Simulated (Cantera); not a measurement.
A perfectly stirred reactor is fed with H2 : O2 : N2 = 1 : 0.385 : 4.23 (molar parts), at 1130 Torr; it is adiabatic with a 773 K inlet, and is followed from long to short residence time, starting on the burning branch (τ in s: 0.36, 0.098, 0.026, 0.0071, 0.0019, 0.00052, 0.00014, 3.7e-05, 1e-05).

Cantera simulation using GRI-Mech 3.0 (53 species, 325 reactions); the numbers are that mechanism's predictions, not measurements.

One state of this run: T (K) = 1787; x H2 = 0.0435; x O2 = 4.72e-5; x H2O2 = 1.03e-8; x H = 0.00142; x N2O = 2.27e-9; x NO = 5.59e-6. x: mole fraction; the columns are a selection and need not sum to one.

Question: Which value of τ (s) does it belong to?
A. 0.00052
B. 1.0e-5
C. 0.098
D. 0.36

Answer: C, 0.098
